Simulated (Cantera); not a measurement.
Feed: 1 mol SiH2Cl2, 0.96 mol C3H8, 1500 mol H2, at 0.133 bar.

Method: chemical equilibrium by Gibbs-energy minimisation in Cantera with the NASA 1993 tables (ideal gas, pure condensed phases). Candidate condensed phases: C, C6H6, C7H8, C8H18, Si, SiC; 109 gas species. Gases not in the tables: Si2H6 and higher silanes. Rates play no part.

x: gas mole fraction; n: condensed amount in mol.

```json
[
 {"T (°C)": "875", "x H2": "0.997", "x H": "1.96e-7", "x HCl": "0.00133", "x CH4": "0.00125", "x C2H2 (acetylene)": "5.81e-9", "x Si": "<1e-12", "n SiC(s)": "1.000", "n C(graphite)": "0"},
 {"T (°C)": "975", "x H2": "0.997", "x H": "1.28e-6", "x HCl": "0.00133", "x CH4": "0.00125", "x C2H2 (acetylene)": "1.73e-7", "x Si": "<1e-12", "n SiC(s)": "1.000", "n C(graphite)": "0"},
 {"T (°C)": "1075", "x H2": "0.998", "x H": "6.33e-6", "x HCl": "0.00133", "x CH4": "___", "x C2H2 (acetylene)": "1.20e-6", "x Si": "5.31e-12", "n SiC(s)": "1.000", "n C(graphite)": "0.710"},
 {"T (°C)": "1175", "x H2": "0.998", "x H": "2.52e-5", "x HCl": "0.00133", "x CH4": "___", "x C2H2 (acetylene)": "4.74e-6", "x Si": "1.30e-10", "n SiC(s)": "1.000", "n C(graphite)": "1.20"},
 {"T (°C)": "1275", "x H2": "0.998", "x H": "8.43e-5", "x HCl": "0.00133", "x CH4": "___", "x C2H2 (acetylene)": "1.57e-5", "x Si": "2.08e-9", "n SiC(s)": "1.000", "n C(graphite)": "1.42"},
 {"T (°C)": "1375", "x H2": "0.998", "x H": "0.000244", "x HCl": "0.00133", "x CH4": "___", "x C2H2 (acetylene)": "4.46e-5", "x Si": "2.38e-8", "n SiC(s)": "1.000", "n C(graphite)": "1.48"},
 {"T (°C)": "1475", "x H2": "0.998", "x H": "0.000625", "x HCl": "0.00133", "x CH4": "___", "x C2H2 (acetylene)": "0.000113", "x Si": "2.06e-7", "n SiC(s)": "0.999", "n C(graphite)": "1.35"},
 {"T (°C)": "1575", "x H2": "0.997", "x H": "0.00145", "x HCl": "0.00133", "x CH4": "___", "x C2H2 (acetylene)": "0.000257", "x Si": "1.40e-6", "n SiC(s)": "0.995", "n C(graphite)": "0.974"},
 {"T (°C)": "1675", "x H2": "0.995", "x H": "0.00309", "x HCl": "0.00132", "x CH4": "___", "x C2H2 (acetylene)": "0.000536", "x Si": "7.84e-6", "n SiC(s)": "0.978", "n C(graphite)": "0.177"},
 {"T (°C)": "1775", "x H2": "0.992", "x H": "0.00611", "x HCl": "0.00132", "x CH4": "___", "x C2H2 (acetylene)": "0.000635", "x Si": "4.73e-5", "n SiC(s)": "0.887", "n C(graphite)": "0"},
 {"T (°C)": "1875", "x H2": "0.986", "x H": "0.0113", "x HCl": "0.00131", "x CH4": "___", "x C2H2 (acetylene)": "0.000764", "x Si": "0.000237", "n SiC(s)": "0.476", "n C(graphite)": "0"},
 {"T (°C)": "1975", "x H2": "0.977", "x H": "0.0199", "x HCl": "0.00129", "x CH4": "___", "x C2H2 (acetylene)": "0.000909", "x Si": "0.000491", "n SiC(s)": "0", "n C(graphite)": "0"},
 {"T (°C)": "2075", "x H2": "0.964", "x H": "0.0332", "x HCl": "0.00127", "x CH4": "___", "x C2H2 (acetylene)": "0.000910", "x Si": "0.000530", "n SiC(s)": "0", "n C(graphite)": "0"},
 {"T (°C)": "2175", "x H2": "0.944", "x H": "0.0530", "x HCl": "0.00124", "x CH4": "___", "x C2H2 (acetylene)": "0.000904", "x Si": "0.000551", "n SiC(s)": "0", "n C(graphite)": "0"}
]
```

Complete the blanks.


- 1075, x CH4: 0.000775
- 1175, x CH4: 0.000443
- 1275, x CH4: 0.000273
- 1375, x CH4: 0.000178
- 1475, x CH4: 0.000122
- 1575, x CH4: 8.73e-5
- 1675, x CH4: 6.46e-5
- 1775, x CH4: 3.84e-5
- 1875, x CH4: 2.43e-5
- 1975, x CH4: 1.60e-5
- 2075, x CH4: 1.01e-5
- 2175, x CH4: 6.46e-6
